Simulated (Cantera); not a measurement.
A Cantera script and what it prints.

```python
import numpy as np
import cantera as ct

gas_names = """
    O VO2
""".split()
cond_names = """
    V2O3(s) V2O3(L) V2O4(I) V2O4(II) V2O4(L) V(cr) V(L)
""".split()


# ... load() reads the species with a 1 bar reference pressure and builds the phases ...
species = {s.name: s for s in load("nasa_gas.yaml", gas_names) + load("nasa_condensed.yaml", cond_names)}
# Each term lists the table entries of one substance; the one whose range holds T is used.
reactions = {
    'V2O3 + O(g) = 2 VO2(g)':
        [(-1, ['V2O3(s)', 'V2O3(L)']), (-1, ['O']), (2, ['VO2'])],
    'V2O4 = 4 O(g) + 2 V':
        [(-1, ['V2O4(I)', 'V2O4(II)', 'V2O4(L)']), (4, ['O']), (2, ['V(cr)', 'V(L)'])],
}


def pick(names, T):
    return next(species[n] for n in names if species[n].thermo.min_temp <= T <= species[n].thermo.max_temp)


results = []
for label, terms in reactions.items():
    print(label)
    print("     T/K   dH/kJ  dS/(J/K)   dG/kJ   log10 K")
    for T in [773, 848, 923, 998, 1073, 1148, 1223]:
        used = [(nu, pick(names, T)) for nu, names in terms]
        dH = sum(nu * s.thermo.h(T) for nu, s in used) / 1e6
        dS = sum(nu * s.thermo.s(T) for nu, s in used) / 1e3
        dG = dH - T * dS / 1e3
        logK = -dG * 1e6 / (ct.gas_constant * T * np.log(10))
        results.append((label, T, dH, dS, dG, logK, [s.name for _, s in used]))
        print(f"{T:8g} {dH:8.1f} {dS:8.1f} {dG:8.1f} {logK:8.2f}")
```

Output:

```
V2O3 + O(g) = 2 VO2(g)
     T/K   dH/kJ  dS/(J/K)   dG/kJ   log10 K
     773    483.6    229.9    305.8   -20.67
     848    480.2    225.8    288.8   -17.79
     923    476.8    222.0    272.0   -15.39
     998    473.3    218.3    255.5   -13.37
    1073    469.7    214.8    239.2   -11.64
    1148    466.0    211.5    223.2   -10.16
    1223    462.1    208.2    207.5    -8.86
V2O4 = 4 O(g) + 2 V
     T/K   dH/kJ  dS/(J/K)   dG/kJ   log10 K
     773   2413.2    571.3   1971.6  -133.23
     848   2412.2    570.0   1928.8  -118.81
     923   2411.1    568.7   1886.1  -106.74
     998   2409.8    567.5   1843.5   -96.49
    1073   2408.5    566.2   1801.0   -87.67
    1148   2407.2    565.0   1758.6   -80.01
    1223   2405.9    563.9   1716.2   -73.30
```

Cantera with NASA thermochemical tables; ideal gases at 1 bar, condensed phases pure. Condensed species are held in their standard states even where they would react or evaporate.
